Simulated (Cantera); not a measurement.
Input: 1 mol CuO, 4.5 mol H₂, equilibrated at 20.3 Torr.

Equilibrium computed with Cantera from the NASA thermochemical tables; the gas is ideal and each condensed phase is pure. Candidate condensed phases: Cu, CuO, Cu(OH)₂, Cu₂O, H₂O; 12 gas species. Rates play no part.

### Question
What share of the Cu ends up in condensed phases as a function of T (K), at 1800, 1850, 1900, 1950, 2000, 2050, 2100?

### Answer
```json
[
 {"T (K)": "1800", "Cu condensed (%)": "90.7", "as": "Cu(l)"},
 {"T (K)": "1850", "Cu condensed (%)": "83.5", "as": "Cu(l)"},
 {"T (K)": "1900", "Cu condensed (%)": "71.1", "as": "Cu(l)"},
 {"T (K)": "1950", "Cu condensed (%)": "50.0", "as": "Cu(l)"},
 {"T (K)": "2000", "Cu condensed (%)": "13.4", "as": "Cu(l)"},
 {"T (K)": "2050", "Cu condensed (%)": "0.0", "as": "-"},
 {"T (K)": "2100", "Cu condensed (%)": "0.0", "as": "-"}
]
```
